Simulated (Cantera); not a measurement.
A perfectly stirred reactor is fed with 11.5 % NO, 88.5 % N2, at 0.0296 atm; it is held at 2073 K, and followed from long to short residence time.

Model: GRI-Mech 3.0 (53 species, 325 reactions), integrated in Cantera. Radical loss at walls, strong at low pressure, is not modelled.

Task: Predict: x(NO) at τ = 1.70 s; x(N2O) at τ = 1.70 s; x(O2) at τ = 1.70 s; x(O) at τ = 1.70 s; x(NO2) at τ = 1.70 s; x(NO) at τ = 38.0 ms; x(N2O) at τ = 38.0 ms; x(O2) at τ = 38.0 ms; x(O) at τ = 38.0 ms; x(NO2) at τ = 38.0 ms.

Result: x(NO) at τ = 1.70 s: 0.0996
x(N2O) at τ = 1.70 s: 4.09e-6
x(O2) at τ = 1.70 s: 0.00734
x(O) at τ = 1.70 s: 0.000634
x(NO2) at τ = 1.70 s: 5.09e-6
x(NO) at τ = 38.0 ms: 0.115
x(N2O) at τ = 38.0 ms: 5.24e-6
x(O2) at τ = 38.0 ms: 1.48e-5
x(O) at τ = 38.0 ms: 5.09e-5
x(NO2) at τ = 38.0 ms: 4.74e-7
